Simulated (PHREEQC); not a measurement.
**Alkaline etch or developer: speciation**

A solution holds 0.0021 mol KOH, 0.0093 mol H3BO3 and 0.023 mol Na2CO3 per kg of water, at 28 °C and 500 atm. Closed to the air; pH follows from the charge balance.

Equilibrium calculation in PHREEQC: ion-association model, phreeqc.dat.

This is a speciation only: nothing precipitates in the calculation.

Question: Estimate the pH, ionic strength.

Answer: pH 10.06; ionic strength 0.0550 mol/kgw.

Question: In which forms is B present?

Answer: H2BO3- 95 %, H3BO3 5.1 % of the B.

Under pressure, the constants of complexes without a molar volume in the database are unreliable.
